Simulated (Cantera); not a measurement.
Input: 1 mol MgF2, 5.7 mol H2, at 1825 K and 12000 Pa.

These are equilibrium values from Cantera (NASA tables, ideal gas, pure condensed phases), not measurements of a reactor. Candidate condensed phases: Mg, MgF2; 17 gas species. The tables' values for MgH are old estimates; treat these amounts as uncertain. Rates play no part.

Base state: H2 0.887, HF 0.0451, MgF2 0.0410, Mg 0.0193, MgF 0.00643, H 0.00120, MgH 8.68e-5, Mg2F4 2.92e-5 (mole fractions); condensed: MgF2(l).

Task: What changes in the equilibrium state with this change: pressure from 12000 Pa to 100000 Pa?

Result: 
```
species        before     after
------------  -------  --------
H2              0.887     0.977
HF             0.0451    0.0112
Mg             0.0193   0.00497
MgF2           0.0410   0.00492
Mg2F4         2.92e-5   3.51e-6
MgF           0.00643   0.00113
H             0.00120  0.000435
MgH           8.68e-5   6.78e-5
MgF2(l), mol    0.581     0.936
```

Task: What changes in the equilibrium state with this change: temperature from 1825 K to 1773 K?

Result: 
```tsv
species	before	after
H2	0.887	0.929
HF	0.0451	0.0304
MgF2	0.0410	0.0229
Mg	0.0193	0.0133
Mg2F4	2.92e-5	1.45e-5
MgF	0.00643	0.00362
H	0.00120	0.000791
MgH	8.68e-5	5.91e-5
MgF2(l), mol	0.581	0.759
```

Task: What changes in the equilibrium state with this change: temperature from 1825 K to 1250 K?

Result: 
```csv
species,before,after
H2,0.887,1.000
HF,0.0451,5.16e-5
Mg,0.0193,2.56e-5
MgF2,0.0410,1.14e-6
Mg2F4,2.92e-5,<1e-9
MgF,0.00643,2.64e-7
MgH,8.68e-5,6.64e-8
"MgF2(l), mol",0.581,0
"MgF2(s), mol",0,1.000
```
